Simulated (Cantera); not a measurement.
An adiabatic, constant-pressure homogeneous reactor starts with CH₄ : CO : O₂ : N₂ = 1 : 1.2 : 2.36 : 8.89 (molar parts), equivalence ratio 1.1, at 1798 K and 0.580 bar. Integrator tolerance rtol = 1e-08.

Computed with Cantera and GRI-Mech 3.0 (53 species, 325 reactions).

```tsv
quantity	before	after
time of steepest temperature rise	0.191 ms	0.147 s
temperature at 0.500 s	2799 K	2606 K
equilibrium temperature	2799 K	2606 K
x(CH₄) at 0.500 s	<1e-12 (gas-phase equilibrium <1e-12)	<1e-12 (gas-phase equilibrium <1e-12)
x(CO) at 0.500 s	0.0891 (gas-phase equilibrium 0.0891)	0.0661 (gas-phase equilibrium 0.0661)
x(O₂) at 0.500 s	0.0240 (gas-phase equilibrium 0.0240)	0.0148 (gas-phase equilibrium 0.0148)
x(C₂H) at 0.500 s	<1e-12 (gas-phase equilibrium <1e-12)	<1e-12 (gas-phase equilibrium <1e-12)
x(O) at 0.500 s	0.0111 (gas-phase equilibrium 0.0111)	0.00384 (gas-phase equilibrium 0.00384)
x(H) at 0.500 s	0.0151 (gas-phase equilibrium 0.0151)	0.00597 (gas-phase equilibrium 0.00597)
```

Problem. Which change was made?
A. CO 1.2 to 3.1 parts
B. initial temperature 1798 to 1175 K
C. constant volume in place of constant pressure
D. CH4 1 to 2.6 parts

Solution. B, initial temperature 1798 to 1175 K
